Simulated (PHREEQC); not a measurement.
Solution (25 °C): 3.1 mmol/kgw HF and 1.8 mmol/kgw Na3PO4. Closed to the air; pH follows from the charge balance.

All values are PHREEQC results (ion-association model, wateq4f.dat), not measurements.

Each row changes one thing in this solution. No solid was allowed to form.

| case | pH | ionic strength (mol/kgw) | HF (mol/kgw) |
|---|---|---|---|
| as made | 6.69 | 0.00589 | 8.79e-7 |
| Na3PO4 left out | 2.95 | 0.00117 | 0.00190 |
| Na3PO4 from 0.0018 to 0.00036 mol/kgw | 3.14 | 0.00184 | 0.00156 |
| Na3PO4 from 0.0018 to 0.0036 mol/kgw | 10.55 | 0.0145 | 1.15e-10 |
| 0.0006 mol/kgw KOH added | 7.29 | 0.00707 | 2.19e-7 |
| 0.00014 mol/kgw HNO3 added | 6.50 | 0.00575 | 1.35e-6 |

Species that the database lacks are ignored. H3PO4, which wateq4f.dat lacks, is added to it with the constant of phreeqc.dat.
